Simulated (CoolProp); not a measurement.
Vapour-liquid equilibrium of ethanol (1) + dimethyl carbonate (2) at 439.2 K; x and y are mole fractions of (1).

Values from CoolProp's multi-fluid Helmholtz-energy mixture model, Schroeder 2014 and Zhou 2011; pair parameters Bell 2016.

| x | bubble pressure (MPa) | y at the bubble point | dew pressure at overall composition x (MPa) | liquid density (mol/L) |
|---|---|---|---|---|
| 0.05 | 0.8057 | 0.150 | 0.7365 | 9.602 |
| 0.2 | 1.041 | 0.407 | 0.8449 | 9.935 |
| 0.35 | 1.204 | 0.547 | 0.9815 | 10.34 |
| 0.5 | 1.317 | 0.646 | 1.148 | 10.83 |
| 0.65 | 1.396 | 0.733 | 1.321 | 11.44 |
| 0.8 | 1.446 | 0.826 | 1.436 | 12.21 |
| 0.95 | 1.459 | 0.947 | 1.459 | 13.16 |

y crosses x between x = 0.8 and 0.95: the model has an azeotrope there.

Pair parameters are fitted to limited data, so mixtures are less certain than the pure fluids.
